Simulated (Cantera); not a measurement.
An adiabatic, constant-pressure homogeneous reactor starts with 10.8 % CH₄, 15.2 % O₂, 74.0 % N₂, at 975 K and 3750 Torr.

Detailed kinetics in Cantera: GRI-Mech 3.0 (53 species, 325 reactions). Below about 1000 K GRI-Mech 3.0 lacks low-temperature oxidation paths.

Question: Predict: time of steepest temperature rise; temperature at 6.00 s; equilibrium temperature; x(O₂) at 6.00 s; x(OH) at 6.00 s; x(CO₂) at 6.00 s.

Answer: 
| Quantity | Result |
|---|---|
| time of steepest temperature rise | 0.406 s |
| temperature at 6.00 s | 2265 K |
| equilibrium temperature | 2265 K |
| x(O₂) at 6.00 s | 4.39e-6 (gas-phase equilibrium 4.39e-6) |
| x(OH) at 6.00 s | 0.000355 (gas-phase equilibrium 0.000355) |
| x(CO₂) at 6.00 s | 0.0339 (gas-phase equilibrium 0.0339) |
